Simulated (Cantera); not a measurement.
**Thermodynamics of silicon etching in halogen gases, feed Si + NF3 + N2**

Charge: 1 mol Si, 1.9 mol NF3, 3.3 mol N2, at 1025 K and 0.470 bar.

Method: chemical equilibrium by Gibbs-energy minimisation in Cantera with the NASA 1993 tables (ideal gas, pure condensed phases). Candidate condensed phases: Si, Si3N4; 16 gas species. Equilibrium is a limit: real reactors are often held back by kinetics, nucleation or transport.

```json
{
 "x(N2)": "0.677",
 "x(SiF4)": "0.160",
 "x(F2)": "0.102",
 "x(F)": "0.0581",
 "x(NF3)": "0.00349",
 "x(NF2)": "2.59e-6",
 "gas_amount": "6.260 mol",
 "log10 activity of Si(s) (absent)": "-73.28"
}
```
